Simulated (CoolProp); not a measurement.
Vapour-liquid equilibrium of R152A (1) + n-butane (2) at -37.35 °C; x and y are mole fractions of (1).

Model: multi-fluid Helmholtz-energy mixture model, Outcalt 1996 and Bücker 2006; pair parameters Bell 2016, in CoolProp.

```
x     bubble pressure (kPa)  y at the bubble point  dew pressure at overall composition x (kPa)  liquid density (mol/L)
----  ---------------------  ---------------------  -------------------------------------------  ----------------------
0.05                  33.54                  0.444                                        20.34                   11.14
0.2                   52.84                  0.677                                        23.94                   11.60
0.35                  57.66                  0.718                                        29.07                   12.12
0.5                   58.78                  0.730                                        36.89                   12.74
0.65                  59.40                  0.743                                        49.78                   13.47
0.8                   59.71                  0.782                                        59.52                   14.33
0.95                  56.95                  0.907                                        55.63                   15.34
```

y crosses x between x = 0.65 and 0.8: the model has an azeotrope there.

Pair parameters are fitted to limited data, so mixtures are less certain than the pure fluids. With so large a gap from Raoult's law the liquid may split in two, which this calculation doesn't test in full.
